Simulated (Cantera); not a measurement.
Input (Python, Cantera):

```python
import numpy as np
import cantera as ct

surf = ct.Interface("diamond.yaml", "diamond_100")
gas, bulk = surf.adjacent["gas"], surf.adjacent["diamond"]
k = surf.kinetics_species_index(bulk.species_names[0])
cover = ["c6HH", "c6H*", "c6*H", "c6**", "c6HM", "c6B"]

rows, drift = [], 0.0
print(f"{'xH':>10s}{'um/h':>11s}" + "".join(f"{s:>11s}" for s in cover))
for v in [0.0001, 0.00025, 0.00065, 0.0017, 0.0042, 0.011, 0.027, 0.07, 0.18]:
    T, P, xH, xCH3 = 1375, 18000, v, 0.0012
    gas.TPX = T, P, {"H": xH, "CH3": xCH3, "CH4": 0.0093, "H2": 1 - xH - xCH3 - 0.0093}
    surf.TP = bulk.TP = T, P
    surf.coverages = "c6H*:0.1, c6HH:0.9"
    surf.advance_coverages(100.0)
    before = surf.coverages
    surf.advance_coverages(100.0)
    drift = max(drift, np.max(np.abs(surf.coverages - before) / (surf.coverages + 1e-9)))
    rate = surf.net_production_rates[k] * bulk.mean_molecular_weight / bulk.density * 3.6e9
    rows.append([rate, *surf[cover].coverages])
    print(f"{v:10.4g}{rate:11.4e}" + "".join(f"{x:11.3e}" for x in rows[-1][1:]))
```

Output:

```
        xH       um/h       c6HH       c6H*       c6*H       c6**       c6HM        c6B
    0.0001 7.9121e-01  6.969e-01  2.811e-02  2.669e-01  3.071e-03  8.024e-04  2.147e-09
   0.00025 4.1626e+00  5.510e-01  4.095e-02  3.888e-01  9.219e-03  1.234e-03  1.130e-08
   0.00065 1.4147e+01  4.403e-01  5.008e-02  4.753e-01  2.122e-02  1.690e-03  3.839e-08
    0.0017 3.1689e+01  3.802e-01  5.449e-02  5.168e-01  3.660e-02  2.103e-03  8.599e-08
    0.0042 5.3552e+01  3.538e-01  5.621e-02  5.321e-01  4.885e-02  2.333e-03  1.453e-07
     0.011 8.7028e+01  3.416e-01  5.711e-02  5.381e-01  5.673e-02  2.301e-03  2.362e-07
     0.027 1.3732e+02  3.370e-01  5.794e-02  5.400e-01  6.045e-02  1.973e-03  3.726e-07
      0.07 2.1145e+02  3.351e-01  5.959e-02  5.397e-01  6.266e-02  1.379e-03  5.738e-07
      0.18 2.8595e+02  3.342e-01  6.339e-02  5.361e-01  6.473e-02  7.804e-04  7.759e-07
```

Model: the Harris–Goodwin 1993 mechanism for the reconstructed diamond (100) surface, integrated in Cantera.
